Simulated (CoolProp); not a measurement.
Vapour-liquid equilibrium of hydrogen chloride (1) + n-butane (2) at 0.45 MPa; x and y are mole fractions of (1).

Values from CoolProp's multi-fluid Helmholtz-energy mixture model, Thol 2018 and Bücker 2006; pair parameters Bell 2016.

Question: Give the bubble temperature and the first vapour's composition at x = 0.05, 0.35, 0.65. Is there an azeotrope?

Answer: x = 0.05: 17.8 °C, y = 0.562; x = 0.35: -41.3 °C, y = 0.970; x = 0.65: -48.0 °C, y = 0.982. No azeotrope shows between x = 0.05 and 0.95.

The pair parameters rest on a limited set of measurements; away from them the model extrapolates. With so large a gap from Raoult's law the liquid may split in two, which this calculation doesn't test in full.
